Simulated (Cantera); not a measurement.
An isothermal, constant-pressure homogeneous reactor starts with C2H4 : H2 = 1 : 70 (molar parts), at 1623 K and 330 Pa. Integrator tolerance rtol = 1e-08.

Model: GRI-Mech 3.0 (53 species, 325 reactions), integrated in Cantera. GRI-Mech 3.0 was tuned for natural gas; its chemistry of ethylene as a main component is partial and can be far from experiment. GRI-Mech 3.0 stops at C3 and has no aromatics, soot or wall deposition, so with more carbon than oxygen in the feed, carbon stays in small species such as C2H2 where larger ones or solid carbon would form. Radical loss at walls, strong at low pressure, is not modelled.

```json
[
 {"quantity": "x(C2H4) at 40.0 s", "before": "4.13e-6 (gas-phase equilibrium 4.07e-6)", "after": "5.44e-7 (gas-phase equilibrium 4.19e-7)"},
 {"quantity": "x(H2) at 40.0 s", "before": "0.985 (gas-phase equilibrium 0.985)", "after": "0.998 (gas-phase equilibrium 0.997)"},
 {"quantity": "x(CH2) at 40.0 s", "before": "7.74e-11 (gas-phase equilibrium 2.73e-9)", "after": "<1e-12 (gas-phase equilibrium 8.77e-10)"},
 {"quantity": "x(C2H6) at 40.0 s", "before": "2.01e-11 (gas-phase equilibrium 4.80e-11)", "after": "1.88e-12 (gas-phase equilibrium 5.01e-12)"},
 {"quantity": "x(CH4) at 40.0 s", "before": "3.06e-6 (gas-phase equilibrium 9.44e-5)", "after": "7.95e-8 (gas-phase equilibrium 3.07e-5)"},
 {"quantity": "x(H) at 40.0 s", "before": "0.00111 (gas-phase equilibrium 0.00120)", "after": "0.000270 (gas-phase equilibrium 0.00121)"},
 {"quantity": "x(CH3) at 40.0 s", "before": "6.98e-8 (gas-phase equilibrium 2.34e-6)", "after": "4.38e-10 (gas-phase equilibrium 7.56e-7)"}
]
```

Q: Which change was made?
(A) C2H4 1 to 0.1 parts
(B) temperature 1623 to 1825 K
(C) temperature 1623 to 1975 K
(D) C2H4 1 to 2.5 parts

A: A, C2H4 1 to 0.1 parts
